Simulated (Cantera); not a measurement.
A perfectly stirred reactor is fed with NH₃ : N₂ : H₂ = 1 : 18 : 0.084 (molar parts), at 1.00 bar; it is held at 1598 K, and followed from long to short residence time.

Computed with Cantera and the gas-phase N/H chemistry of the illustrative SiF4/NH3 mechanism in the Surface Chemkin manual (1991). Walls and surfaces, which speed up NH3 decomposition in real reactors, are not modelled.

Question: Predict: x(NH₃) at τ = 16.0 s; x(H) at τ = 16.0 s; x(H₂) at τ = 16.0 s; x(N₂H₄) at τ = 16.0 s; x(N₂H₂) at τ = 16.0 s; x(NH₃) at τ = 60.0 ms; x(H) at τ = 60.0 ms; x(H₂) at τ = 60.0 ms; x(N₂H₄) at τ = 60.0 ms; x(N₂H₂) at τ = 60.0 ms.

Answer: 
* **x(NH₃) at τ = 16.0 s**: 0.0227
* **x(H) at τ = 16.0 s**: 8.34e-6
* **x(H₂) at τ = 16.0 s**: 0.0466
* **x(N₂H₄) at τ = 16.0 s**: 2.69e-9
* **x(N₂H₂) at τ = 16.0 s**: 7.43e-9
* **x(NH₃) at τ = 60.0 ms**: 0.0519
* **x(H) at τ = 60.0 ms**: 9.70e-7
* **x(H₂) at τ = 60.0 ms**: 0.00511
* **x(N₂H₄) at τ = 60.0 ms**: 1.52e-8
* **x(N₂H₂) at τ = 60.0 ms**: 3.51e-8
